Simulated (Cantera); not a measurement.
Charge: 1 mol Si2H6, 86 mol N2, equilibrated at 1300 °C and 24.8 Torr.

Cantera equilibrium calculation (NASA polynomials, part measured and part estimated; ideal gas, pure solids and liquids). Candidate condensed phases: Si, Si3N4; 18 gas species. The feed counts by its element totals alone. Equilibrium is a limit: real reactors are often held back by kinetics, nucleation or transport.

Base state: N2 0.966, H2 0.0342, H 4.15e-5 (mole fractions); condensed: Si3N4(s).

Question: What changes in the equilibrium state with this change: Si2H6 replaced by SiH2Cl2?

Answer: 
```
species         before     after
-------------  -------  --------
N2               0.966     0.977
HCl                  0    0.0135
H2              0.0342   0.00468
SiCl2                0   0.00423
SiCl3                0  0.000241
SiCl4                0   3.60e-5
Cl                   0   3.51e-5
H              4.15e-5   1.53e-5
Si3N4(s), mol    0.667     0.202
```
The tables' values for SiCl3 are old estimates; treat these amounts as uncertain. Further candidate phases: NH4Cl.
